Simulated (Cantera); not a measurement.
Gas mixture: NH₃ : H₂ = 0.089 : 0.18 (molar parts), at 0.0750 Torr, frozen composition.

Cantera's kinetic-theory transport with the Lennard-Jones parameters of GRI-Mech 3.0, ideal gas; thermal conductivity in the mixture-averaged form. Polar gases are described roughly by these parameters. The composition is frozen, though it would react at the higher temperatures.

One state of this run: ρ (kg/m³) = 8.40e-6; cp (J/kg/K) = 5568; μ (µPa s) = 30.0; λ (mW/m/K) = 304; Pr = 0.550; D (cm²/s) O = 52900; D (cm²/s) NO = 35500; D (cm²/s) H₂O = 41600. D: mixture-averaged diffusion coefficient of that species in the mixture.

### Question
Which value of T (K) does it belong to?
A. 800
B. 1000
C. 1600
D. 1800

### Answer
B, 1000
